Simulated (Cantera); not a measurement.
# Nb + O2 + H2 (tantalum, niobium, vanadium and zirconium in process gases)

Charge: 1 mol Nb, 0.038 mol O2, 31 mol H2, at 1.00 bar.

These are equilibrium values from Cantera (NASA tables, ideal gas, pure condensed phases), not measurements of a reactor. Candidate condensed phases: H2O, Nb, NbO, NbO2, Nb2O5; 12 gas species. Mutual solubility and eutectic melting of coexisting phases are not modelled. NbO: taken at fixed stoichiometry. Condensed phases not in the tables: N, O or C dissolved in the metal. Kinetics and transport are ignored.

```
T (K)   x H2       x H     x H2O    x NbO2     x NbO      x OH       x O      x Nb  n Nb(s)  n NbO(s)
-----  -----  --------  --------  --------  --------  --------  --------  --------  -------  --------
1475   1.000   1.30e-5   4.86e-5  1.09e-12    <1e-12  1.65e-11    <1e-12    <1e-12    0.926    0.0745
1550   1.000   3.15e-5   9.23e-5  1.24e-11  4.79e-12  9.77e-11    <1e-12    <1e-12    0.927    0.0731
1625   1.000   7.05e-5  0.000165  1.12e-10  4.09e-11  4.89e-10    <1e-12    <1e-12    0.929    0.0709
1700   1.000  0.000147  0.000278  8.29e-10  2.88e-10   2.12e-9    <1e-12    <1e-12    0.933    0.0674
1775   0.999  0.000289  0.000449   5.14e-9   1.71e-9   8.10e-9  1.83e-12    <1e-12    0.938    0.0621
1850   0.999  0.000538  0.000696   2.73e-8   8.75e-9   2.77e-8  1.14e-11    <1e-12    0.946    0.0544
1925   0.998  0.000955   0.00104   1.27e-7   3.93e-8   8.59e-8  6.13e-11  1.01e-12    0.956    0.0438
2000   0.997   0.00162   0.00150   5.22e-7   1.57e-7   2.44e-7  2.91e-10  5.60e-12    0.971    0.0294
2075   0.995   0.00266   0.00211   1.93e-6   5.65e-7   6.43e-7   1.23e-9  2.73e-11    0.990    0.0104
2150   0.993   0.00420   0.00243   4.61e-6   1.56e-6   1.33e-6   3.97e-9  1.19e-10    1.000         0
2225   0.991   0.00645   0.00242   7.86e-6   3.51e-6   2.28e-6   1.03e-8  4.68e-10    1.000         0
2300   0.988   0.00962   0.00240   1.29e-5   7.43e-6   3.77e-6   2.51e-8   1.68e-9    0.999         0
2375   0.984    0.0140   0.00237   2.02e-5   1.49e-5   6.01e-6   5.75e-8   5.58e-9    0.999         0
```
x: gas mole fraction; n: condensed amount in mol.

From 1475 K to 2075 K the condensed part is Nb(s) + NbO(s). From 2150 K to 2375 K the condensed part is Nb(s).
